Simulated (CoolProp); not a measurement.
A single-stage vapour-compression cycle with R236EA: evaporating at 254.15 K (dew point), condensing at 294.15 K (bubble point), superheat 5 K, subcooling 8 K, compressor efficiency 0.65, no pressure losses. Each further row changes one setting.

Values from CoolProp's reference Helmholtz-energy equation of state, Rui 2013.

| case | cooling COP | pressure ratio | discharge temperature (K) | refrigerating effect (kJ/kg) | volumetric capacity (kJ/m³) |
|---|---|---|---|---|---|
| as stated | 3.70 | 5.58 | 308.7 | 142 | 328 |
| evaporating temperature 259.15 K | 4.42 | 4.34 | 306.8 | 146 | 425 |
| condensing temperature 289.15 K | 4.34 | 4.64 | 303.2 | 148 | 342 |
| subcooling 13 K | 3.87 | 5.58 | 308.7 | 148 | 342 |
| superheat 15 K | 3.76 | 5.58 | 319.3 | 150 | 332 |
| compressor efficiency 0.55 | 3.13 | 5.58 | 316.4 | 142 | 328 |
